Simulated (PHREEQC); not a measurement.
Solution (80 °C): 2.2 mmol/kgw CaSO4, 48 mmol/kgw Na2HPO4 and 0.024 mmol/kgw H4SiO4. Closed to the air; pH follows from the charge balance.

The numbers come from PHREEQC with the ion-association model, wateq4f.dat.

```csv
quantity,before,after
pH,8.23,8.79
ionic strength (mol/kgw),0.138,0.139
HPO4-2 (mol/kgw),0.0424,0.0450
H2PO4- (mol/kgw),0.00125,0.000363
PO4-3 (mol/kgw),3.69e-5,0.000143
H4SiO4 (mol/kgw),2.10e-5,1.58e-5
SI of Quartz (SiO2),-1.36,-1.49
```

**Question.** Which change was made?
A. Na2HPO4 from 0.048 to 0.096 mol/kgw
B. Na2HPO4 replaced by K3PO4 at the same molality
C. CaSO4 left out
D. H4SiO4 replaced by (NH4)2SiF6 at the same molality
E. H4SiO4 from 2.4e-05 to 3.6e-05 mol/kgw

**Answer.** C, CaSO4 left out

This is a speciation only: nothing precipitates in the calculation. Some of these states are supersaturated (in Hydroxyapatite, for instance). H3PO4, which wateq4f.dat lacks, is added to it with the constant of phreeqc.dat. Away from 25 °C the constants follow the database's enthalpies or fits; those with neither stay at their 25 °C values.
